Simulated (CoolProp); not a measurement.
Computed with CoolProp (reference Helmholtz-energy equation of state, Lemmon 2013).

For propylene, give the phase and the cv (kJ/(kg K)), viscosity (µPa s) at 301.85 °C and 0.082 MPa; 301.85 °C and 0.281 MPa; 301.85 °C and 0.64 MPa.


- 301.85 °C and 0.082 MPa: gas; cv 2.30, viscosity 15.9
- 301.85 °C and 0.281 MPa: gas; cv 2.30, viscosity 16.0
- 301.85 °C and 0.64 MPa: gas; cv 2.30, viscosity 16.1

Viscosity comes from a separate model (Huber 2003), an estimate that may be off by 10 % or more.
